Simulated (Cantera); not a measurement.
Charge: 1 mol Fe2O3, 1.1 mol SO3, 6.1 mol N2, equilibrated at 1700 Pa.

These are equilibrium values from Cantera (NASA tables, ideal gas, pure condensed phases), not measurements of a reactor. Candidate condensed phases: Fe, FeO, FeS, FeSO4, FeS2, Fe2O3, Fe2(SO4)3, Fe3O4, S; 19 gas species. Rates play no part.

Which condensed phases are stable at each of these points (T (K)): 600, 700, 800, 900, 1000, 1100, 1200, 1300, 1400?


```tsv
T (K)	condensed phases	Fe condensed (%)
600	Fe2O3(s) + Fe2(SO4)3(s)	100.0
700	Fe2O3(s) + Fe2(SO4)3(s)	100.0
800	Fe2O3(s)	100.0
900	Fe2O3(s)	100.0
1000	Fe2O3(s)	100.0
1100	Fe2O3(s)	100.0
1200	Fe2O3(s)	100.0
1300	Fe2O3(s)	100.0
1400	Fe2O3(s)	100.0
```

From 600 K to 700 K the condensed part is Fe2O3(s) + Fe2(SO4)3(s). From 800 K to 1400 K the condensed part is Fe2O3(s).
